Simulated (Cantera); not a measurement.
A freely propagating, adiabatic, planar premixed flame of 22.7 % H2, 16.2 % O2, 61.1 % N2, unburnt at 573 K and 13300 Pa; mixture-averaged transport, grid criteria slope 0.08 and curve 0.16, no radiation.

Computed with Cantera and the H2/O2 subset of GRI-Mech 3.0, which has no nitrogen chemistry. Burning velocities carry a grid error of a few per cent, more on coarse grids.

x: mole fraction of selected species; z is measured from the peak of heat release.

```csv
z (mm),T (K),u (m/s),x H2,x O2,x O,x H2O,x H,x H2O2
-18.8,573,4.39,0.227,0.162,<1e-8,<1e-8,<1e-8,<1e-8
-12.5,573,4.39,0.227,0.162,<1e-8,<1e-8,<1e-8,<1e-8
-9.38,573,4.39,0.227,0.162,<1e-8,<1e-8,<1e-8,<1e-8
-6.26,573,4.39,0.227,0.162,<1e-8,3.75e-8,1.10e-7,<1e-8
-3.13,582,4.45,0.225,0.162,7.94e-6,0.000600,0.000230,9.91e-7
-1.56,(withheld),5.35,(withheld),0.159,(withheld),(withheld),(withheld),(withheld)
0,1071,7.84,0.0960,0.120,0.00681,0.0951,0.0420,8.81e-7
1.56,1334,9.65,0.0285,0.0734,0.0161,0.174,0.0549,1.05e-6
3.13,1455,10.5,0.0233,0.0663,0.0170,0.187,0.0470,7.81e-7
6.26,1590,11.3,0.0225,0.0631,0.0158,0.195,0.0358,4.58e-7
12.5,1732,12.2,(withheld),0.0602,(withheld),0.205,(withheld),(withheld)
25.0,1871,13.1,0.0169,0.0576,0.0103,0.215,0.0152,1.28e-7
50.0,1996,13.8,0.0123,0.0557,0.00697,0.226,0.00800,7.75e-8
```

Question: Fill in the missing entries.

Answer: 
- -1.56, T (K): 710
- -1.56, x H2: 0.202
- -1.56, x O: 0.000232
- -1.56, x H2O: 0.0122
- -1.56, x H: 0.00620
- -1.56, x H2O2: 1.37e-6
- 12.5, x H2: 0.0204
- 12.5, x O: 0.0134
- 12.5, x H: 0.0248
- 12.5, x H2O2: 2.39e-7
